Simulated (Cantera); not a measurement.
A closed system holds: 1 mol AlCl3, 2.3 mol O2, 57 mol N2, held at 1775 K and 10.0 Torr.

Equilibrium computed with Cantera from the NASA thermochemical tables; the gas is ideal and each condensed phase is pure. Candidate condensed phases: Al, AlCl3, AlN, Al2O3; 24 gas species. Kinetics and transport are ignored.

Base state: N2 0.926, Cl 0.0480, O2 0.0244, NO 0.00141, Cl2 0.000390, O 0.000130, ClO 1.58e-5 (mole fractions); condensed: Al2O3(s).

Q: What changes in the equilibrium state with this change: O2 from 2.3 to 0.64 mol?

A: 
```json
[
 {"species": "N2", "before": "0.926", "after": "0.955"},
 {"species": "Cl", "before": "0.0480", "after": "0.0423"},
 {"species": "AlCl3", "before": "3.00e-6", "after": "0.00244"},
 {"species": "O2", "before": "0.0244", "after": "1.94e-6"},
 {"species": "AlCl2", "before": "2.76e-8", "after": "2.55e-5"},
 {"species": "ClO", "before": "1.58e-5", "after": "1.24e-7"},
 {"species": "O", "before": "0.000130", "after": "1.15e-6"},
 {"species": "NO", "before": "0.00141", "after": "1.28e-5"},
 {"species": "Al2O3(s), mol", "before": "0.500", "after": "0.426"}
]
```
The tables' values for AlCl2 are old estimates; treat these amounts as uncertain.
